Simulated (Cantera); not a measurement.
Input: 1 mol SiHCl3, 12 mol H2, at 2225 K and 97.5 Torr.

Cantera equilibrium calculation (NASA polynomials, part measured and part estimated; ideal gas, pure solids and liquids). Candidate condensed phases: Si; 19 gas species. The tables' values for SiCl, SiCl3 are old estimates; treat these amounts as uncertain. Gases not in the tables: Si2H6 and higher silanes. Equilibrium is a limit: real reactors are often held back by kinetics, nucleation or transport.

Base state: H2 0.807, HCl 0.129, SiCl2 0.0388, H 0.0161, Si 0.00360, SiCl 0.00209, Cl 0.00187, SiH 0.000493 (mole fractions); condensed: Si(l).

**Question.** What changes in the equilibrium state with this change: SiHCl3 replaced by (CH3)2SiCl2?

**Answer.** 
```
species           before    after
----------------  ------  -------
H2                 0.807    0.860
HCl                0.129    0.115
H                 0.0161   0.0167
SiCl2             0.0388  0.00336
C2H2 (acetylene)       0  0.00252
SiC2                   0  4.40e-5
Si(l), mol         0.352        0
C(graphite), mol       0    0.984
SiC(s), mol            0    0.932
```
The feed counts by its element totals alone. Further candidate phases: C, C6H6, C7H8, C8H18, SiC.

**Question.** What changes in the equilibrium state with this change: temperature from 2225 K to 2323 K?

**Answer.** 
| species | before | after |
|---|---|---|
| H2 | 0.807 | 0.791 |
| HCl | 0.129 | 0.129 |
| SiCl2 | 0.0388 | 0.0362 |
| H | 0.0161 | 0.0269 |
| Si | 0.00360 | 0.00877 |
| Si2 | 6.06e-5 | 0.000176 |
| Si3 | 1.17e-5 | 3.27e-5 |
| SiH | 0.000493 | 0.000991 |
| Si(l), mol | 0.352 | 0.274 |

**Question.** What changes in the equilibrium state with this change: H2 from 12 to 180 mol?

**Answer.** 
| species | before | after |
|---|---|---|
| H2 | 0.807 | 0.962 |
| H | 0.0161 | 0.0176 |
| HCl | 0.129 | 0.0150 |
| SiCl2 | 0.0388 | 0.000439 |
| Si | 0.00360 | 0.00360 |
| SiCl3 | 0.000227 | 2.73e-7 |
| SiCl | 0.00209 | 0.000222 |
| Si(l), mol | 0.352 | 0.0260 |
The tables' values for SiCl are old estimates; treat these amounts as uncertain.
